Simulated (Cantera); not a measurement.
Mixture: H2 : O2 : N2 = 1 : 0.735 : 4.63 (molar parts), equivalence ratio 0.68, at 1500 Torr, adiabatic and at constant volume. Ignition delay is the time to a rise of 400 K.

Detailed kinetics in Cantera: GRI-Mech 3.0 (53 species, 325 reactions). Where the delays flatten at high temperature, the 400 K rule measures the pace of heat release, not the induction time.

| quantity | before | after |
|---|---|---|
| delay at 1175 K | 42.3 µs | 31.4 µs |
| delay at 1325 K | 19.5 µs | 14.1 µs |
| delay at 1475 K | 12.6 µs | 8.65 µs |
| delay at 1625 K | 10.2 µs | 6.53 µs |

Q: Name the change that produced these shifts.
(A) pressure from 1500 Torr to 3450 Torr
(B) N2 4.63 to 3.1 parts
(C) pressure from 1500 Torr to 7500 Torr
(D) constant pressure in place of constant volume

A: B, N2 4.63 to 3.1 parts
